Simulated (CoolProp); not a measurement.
A single-stage vapour-compression cycle with the fluid: evaporating at 203.15 K (dew point), condensing at 256.15 K (bubble point), superheat 2 K, subcooling 5 K, compressor efficiency 0.8, no pressure losses. The same conditions are run with several fluids, on thermodynamics alone (safety and materials aside).

Model: reference Helmholtz-energy equation of state of each fluid (R13: Platzer 1990; R115: Lemmon 2016; ethane: Bücker 2006; fluoroethane (R161): Wu 2012; R22: Kamei 1995; C2F6 (R116): Lemmon 2006), in CoolProp. The equations of Platzer and Polt are older, rougher fits.

Question: Rank R13, R115, ethane, fluoroethane (R161), R22, C2F6 (R116) by cooling COP, highest first.

Answer: fluoroethane (R161) (2.56), R22 (2.54), R115 (2.46), ethane (2.38), R13 (2.35), C2F6 (R116) (2.13)

```csv
fluid,pressure ratio,discharge temperature (K),refrigerating effect (kJ/kg),volumetric capacity (kJ/m³)
R13,6.94,290.5,97.7,1140
R115,12.4,269.6,93.0,170
ethane,6.18,306.2,335,1570
fluoroethane (R161),13.8,332.3,366,180
R22,13.4,336.4,200,210
C2F6 (R116),7.47,264.8,64.4,849
```
